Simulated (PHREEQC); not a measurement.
# Alkaline etch or developer (model solution)

A solution holds 19 mmol/kgw NaOH, 0.03 mmol/kgw Na2SiO3 and 0.39 mmol/kgw (CH3)4NCl, at 20 °C. Closed to the air; pH follows from the charge balance.

Computed with PHREEQC (ion-association model, phreeqc.dat).

Precipitation was switched off in this run.

Estimate the pH.

pH 12.38.

In which forms is Si present?

H3SiO4- 85 %, H2SiO4-2 15 % of the Si.

(CH3)4N+ isn't in the database: it is added as a free cation with an ion size of 4 Å.
